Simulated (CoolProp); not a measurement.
Vapour pressure (bar) of isohexane: the reference equation beside estimates from Tc = 497.7 K, pc = 30.43 bar, ω = 0.280.

Computed with CoolProp (reference Helmholtz-energy equation of state, Lemmon 2006). It is a short technical equation, of lower accuracy than the large ones.

```csv
T (K),reference,Lee-Kesler,Redlich-Kwong
345.1,1.451,1.451,2.454
354.8,1.913,1.918,3.097
364.5,2.479,2.491,3.852
374.1,3.158,3.178,4.720
383.8,3.978,4.007,5.728
393.5,4.949,4.987,6.878
403.2,6.087,6.135,8.178
412.9,7.411,7.466,9.637
```

Absolute difference from the reference over all 8 rows, mean and median: Lee-Kesler 0.6 and 0.7 %, Redlich-Kwong 47.9 and 46.7 %.
